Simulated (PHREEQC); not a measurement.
# Alkaline etch or developer: an equilibrium model

A solution holds 0.013 mol NaOH and 0.016 mol NaAlO2 per kg of water, at 50 °C. Closed to the air; pH follows from the charge balance.

Equilibrium calculation in PHREEQC: ion-association model, phreeqc.dat.

Each row changes one thing in this solution. Precipitation was switched off in this run.

| case | pH | ionic strength (mol/kgw) |
|---|---|---|
| as made | 11.30 | 0.0290 |
| NaAlO2 replaced by Na2CO3 at the same molality | 11.30 | 0.0447 |
| diluted 10-fold with water | 10.35 | 0.00290 |
| diluted 2-fold with water | 11.02 | 0.0145 |
| NaAlO2 left out | 11.32 | 0.0130 |

Some of these states are supersaturated (in Gibbsite (slow to form), for instance). Away from 25 °C the constants follow the database's enthalpies or fits; those with neither stay at their 25 °C values.
